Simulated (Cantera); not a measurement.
Cantera run:

```python
import numpy as np
import cantera as ct

gas_names = """
    F F2 N NF NF2 NF3 N2 Si SiF SiF2 SiF3 SiF4 SiN Si2 Si2N Si3
""".split()
cond_names = """
    Si(cr) Si(L) Si3N4(a)
""".split()


# ... load() reads the species with a 1 bar reference pressure and builds the phases ...
atoms = {
    'Si': {'Si': 1},
    'NF3': {'N': 1, 'F': 3},
    'N2': {'N': 2},
}
top_T = {'Si3N4(a)': 2400}  # K; cautious upper limits of use, not melting points


# ... equilibrate(T, P, feed) seeds the gas with the atoms and calls Mixture.equilibrate('TP', solver="vcs", rtol=1e-11, max_steps=5000) ...
results = []
feed = {'Si': 1, 'NF3': 6.5, 'N2': 0.00021}  # mol
P = 133.322  # Pa
for T in [525, 600, 675, 750, 825, 900, 975, 1050, 1125, 1200]:
    mix = equilibrate(T, P, feed)
    results.append((T, P, feed, dict(zip(mix.species_names, mix.species_moles))))
    x = sorted(zip(gas.X, gas.species_names), reverse=True)
    print(f"T = {T:g} K  P = {P:g} Pa  gas = {mix.phase_moles(0):.4g} mol")
    print("   x: " + "  ".join(f"{s} {v:.3e}" for v, s in x if v > 1e-05))
    print("   condensed (mol): " + ("  ".join(f"{mix.phase(i).name} {mix.phase_moles(i):.4g}"
          for i in range(1, mix.n_phases) if mix.phase_moles(i) > 1e-12) or "none"))
```

It prints:

```
T = 525 K  P = 133.322 Pa  gas = 6.923 mol
   x: NF3 7.334e-01  SiF4 1.444e-01  N2 1.028e-01  F2 1.930e-02  F 5.274e-05
   condensed (mol): none
T = 600 K  P = 133.322 Pa  gas = 7.754 mol
   x: NF3 5.484e-01  F2 1.761e-01  N2 1.450e-01  SiF4 1.290e-01  F 1.616e-03
   condensed (mol): none
T = 675 K  P = 133.322 Pa  gas = 10.33 mol
   x: F2 4.875e-01  N2 2.298e-01  NF3 1.695e-01  SiF4 9.678e-02  F 1.641e-02
   condensed (mol): none
T = 750 K  P = 133.322 Pa  gas = 12.2 mol
   x: F2 5.653e-01  N2 2.557e-01  SiF4 8.198e-02  F 7.548e-02  NF3 2.155e-02
   condensed (mol): none
T = 825 K  P = 133.322 Pa  gas = 13.48 mol
   x: F2 4.595e-01  N2 2.400e-01  F 2.241e-01  SiF4 7.418e-02  NF3 2.275e-03
   condensed (mol): none
T = 900 K  P = 133.322 Pa  gas = 15.6 mol
   x: F 4.615e-01  F2 2.658e-01  N2 2.083e-01  SiF4 6.412e-02  NF3 1.919e-04
   condensed (mol): none
T = 975 K  P = 133.322 Pa  gas = 17.94 mol
   x: F 6.622e-01  N2 1.812e-01  F2 1.009e-01  SiF4 5.574e-02  NF3 1.105e-05
   condensed (mol): none
T = 1050 K  P = 133.322 Pa  gas = 19.17 mol
   x: F 7.482e-01  N2 1.695e-01  SiF4 5.216e-02  F2 3.014e-02
   condensed (mol): none
T = 1125 K  P = 133.322 Pa  gas = 19.57 mol
   x: F 7.737e-01  N2 1.661e-01  SiF4 5.109e-02  F2 9.124e-03
   condensed (mol): none
T = 1200 K  P = 133.322 Pa  gas = 19.69 mol
   x: F 7.811e-01  N2 1.651e-01  SiF4 5.079e-02  F2 3.074e-03
   condensed (mol): none
```

Cantera equilibrium calculation (NASA polynomials, part measured and part estimated; ideal gas, pure solids and liquids).
